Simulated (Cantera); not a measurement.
## Thermodynamics of aluminium nitride and oxide growth, feed Al + N2 + H2

Charge: 1 mol Al, 7 mol N2, 2.5 mol H2.

Cantera equilibrium calculation (NASA polynomials, part measured and part estimated; ideal gas, pure solids and liquids). Candidate condensed phases: Al, AlN; 13 gas species. Rates play no part.

Map the stable condensed phases over T = 1348, 1398, 1448, 1498, 1548, 1598, 1648, 1698, 1748, 1798, 1848, 1898, 1948, 1998 K and P in Pa = 10, 46, 220, 1000, 4600, 22000, 100000.


```
T in K \ P in Pa
             10     46    220   1000   4600  22000 100000
   1998       A      A      A      B      B      B      B
   1948       A      A      B      B      B      B      B
   1898       A      A      B      B      B      B      B
   1848       A      A      B      B      B      B      B
   1798       A      B      B      B      B      B      B
   1748       A      B      B      B      B      B      B
   1698       B      B      B      B      B      B      B
   1648       B      B      B      B      B      B      B
   1598       B      B      B      B      B      B      B
   1548       B      B      B      B      B      B      B
   1498       B      B      B      B      B      B      B
   1448       B      B      B      B      B      B      B
   1398       B      B      B      B      B      B      B
   1348       B      B      B      B      B      B      B
```
A: gas only; B: AlN.
